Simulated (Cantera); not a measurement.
# Equilibrium for iron carbonyl, mercury and lead vapours: PbO + N2

Feed: 1 mol PbO, 0.41 mol N2, held at 10000 Pa.

Equilibrium computed with Cantera from the NASA thermochemical tables; the gas is ideal and each condensed phase is pure. Candidate condensed phases: Pb, PbO, PbO2, Pb3O4; 12 gas species. Gases not in the tables: (PbO)n polymers. Equilibrium is a limit: real reactors are often held back by kinetics, nucleation or transport.

From 177 °C to 477 °C the condensed part is PbO(red). From 577 °C to 877 °C the condensed part is PbO(yellow). From 977 °C to 1277 °C the condensed part is PbO(l).

| T (°C) | x N2 | x PbO | x Pb | x O2 | n PbO(red) | n PbO(yellow) | n PbO(l) |
|---|---|---|---|---|---|---|---|
| 177 | 1.00 | <1e-12 | <1e-12 | <1e-12 | 1.00 | 0 | 0 |
| 277 | 1.00 | <1e-12 | 1.53e-12 | <1e-12 | 1.00 | 0 | 0 |
| 377 | 1.00 | <1e-12 | <1e-12 | <1e-12 | 1.00 | 0 | 0 |
| 477 | 1.00 | 4.19e-11 | 1.29e-11 | 4.40e-12 | 1.00 | 0 | 0 |
| 577 | 1.00 | 8.33e-9 | 1.99e-9 | 8.36e-10 | 0 | 1.00 | 0 |
| 677 | 1.000 | 5.28e-7 | 1.07e-7 | 4.89e-8 | 0 | 1.00 | 0 |
| 777 | 1.000 | 1.48e-5 | 2.69e-6 | 1.27e-6 | 0 | 1.000 | 0 |
| 877 | 1.000 | 0.000228 | 3.82e-5 | 1.84e-5 | 0 | 1.000 | 0 |
| 977 | 0.998 | 0.00183 | 0.000308 | 0.000150 | 0 | 0 | 0.999 |
| 1077 | 0.987 | 0.0104 | 0.00178 | 0.000872 | 0 | 0 | 0.995 |
| 1177 | 0.942 | 0.0456 | 0.00801 | 0.00394 | 0 | 0 | 0.977 |
| 1277 | 0.793 | 0.163 | 0.0294 | 0.0145 | 0 | 0 | 0.900 |
x: gas mole fraction; n: condensed amount in mol.
